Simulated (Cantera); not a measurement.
Diamond growth

A diamond (100) surface in a fixed gas of H2 with x(CH4) = 0.009, x(H) = 0.025, x(CH3) = 2.4e-05, at 1150 K; coverages are run to steady state.

Detailed kinetics in Cantera: the Harris–Goodwin 1993 mechanism for the reconstructed diamond (100) surface.

| P (Pa) | growth (µm/h) | θ c6HH | θ c6H* | θ c6*H | θ c6** | θ c6HM |
|---|---|---|---|---|---|---|
| 490 | 0.0400 | 0.473 | 0.0331 | 0.470 | 0.0243 | 9.59e-5 |
| 850 | 0.0930 | 0.473 | 0.0332 | 0.469 | 0.0243 | 0.000134 |
| 1500 | 0.209 | 0.473 | 0.0332 | 0.469 | 0.0243 | 0.000176 |
| 2600 | 0.431 | 0.473 | 0.0333 | 0.469 | 0.0243 | 0.000213 |
| 4400 | 0.818 | 0.473 | 0.0333 | 0.469 | 0.0243 | 0.000241 |
| 7700 | 1.55 | 0.473 | 0.0335 | 0.469 | 0.0244 | 0.000262 |
| 13000 | 2.74 | 0.473 | 0.0338 | 0.469 | 0.0244 | 0.000275 |
| 23000 | 5.02 | 0.473 | 0.0344 | 0.468 | 0.0245 | 0.000285 |
θ: site fractions in the mechanism's names (c6HH fully hydrogenated, c6H* and c6*H radical sites, c6** diradical, c6HM methylated).
